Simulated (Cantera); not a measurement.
A closed system holds: 1 mol Si2Cl6, 0.021 mol Cl2, 360 mol H2, 1 mol O2, held at 60.0 mbar.

Method: chemical equilibrium by Gibbs-energy minimisation in Cantera with the NASA 1993 tables (ideal gas, pure condensed phases). Candidate condensed phases: H2O, Si, SiO2; 30 gas species. The feed counts by its element totals alone. Mutual solubility and eutectic melting of coexisting phases are not modelled. The tables hold silica as quartz up to 1696 K and as liquid above; real silica turns to tridymite and cristobalite and melts near 1996 K. Equilibrium is a limit: real reactors are often held back by kinetics, nucleation or transport.

**Question.** Which condensed phases are stable at each of these points (T (K)): 973, 1073, 1173, 1273, 1373, 1473, 1573, 1673, 1773?

**Answer.** 
| T (K) | condensed phases | Si condensed (%) |
|---|---|---|
| 973 | SiO2(β-quartz) | 50.0 |
| 1073 | Si(s) + SiO2(β-quartz) | 71.7 |
| 1173 | Si(s) + SiO2(β-quartz) | 85.0 |
| 1273 | Si(s) + SiO2(β-quartz) | 86.3 |
| 1373 | Si(s) + SiO2(β-quartz) | 74.7 |
| 1473 | SiO2(β-quartz) | 10.0 |
| 1573 | gas only | 0.0 |
| 1673 | gas only | 0.0 |
| 1773 | gas only | 0.0 |

At 973 K the condensed part is SiO2(β-quartz). From 1073 K to 1373 K the condensed part is Si(s) + SiO2(β-quartz). At 1473 K the condensed part is SiO2(β-quartz). From 1573 K to 1773 K nothing is condensed.
